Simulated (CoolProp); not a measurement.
A simple Rankine cycle with water: condensing at 316.15 K, boiler at 0.11 MPa, turbine inlet 380.4 K, turbine efficiency 0.9, pump efficiency 0.8, no recuperator. Each further row changes one setting.

The numbers come from the reference Helmholtz-energy equation of state, Wagner 2002 in CoolProp.

```json
[
 {"case": "as stated", "thermal efficiency (%)": "13.6", "net work (kJ/kg)": "340", "heat in (kJ/kg)": "2510", "turbine exit temperature (K)": "316.2", "volume ratio over the turbine": "9.67"},
 {"case": "turbine inlet 400.4 K", "thermal efficiency (%)": "13.6", "net work (kJ/kg)": "347", "heat in (kJ/kg)": "2550", "turbine exit temperature (K)": "316.2", "volume ratio over the turbine": "9.30"},
 {"case": "condensing temperature 308.15 K", "thermal efficiency (%)": "15.3", "net work (kJ/kg)": "389", "heat in (kJ/kg)": "2540", "turbine exit temperature (K)": "308.1", "volume ratio over the turbine": "14.3"},
 {"case": "boiler pressure 0.077 MPa", "thermal efficiency (%)": "11.7", "net work (kJ/kg)": "294", "heat in (kJ/kg)": "2510", "turbine exit temperature (K)": "316.2", "volume ratio over the turbine": "6.89"},
 {"case": "turbine efficiency 0.8", "thermal efficiency (%)": "12.0", "net work (kJ/kg)": "302", "heat in (kJ/kg)": "2510", "turbine exit temperature (K)": "316.2", "volume ratio over the turbine": "9.84"}
]
```

The expansion ends wet for: as stated; turbine inlet 400.4 K; condensing temperature 308.15 K; boiler pressure 0.077 MPa; turbine efficiency 0.8.
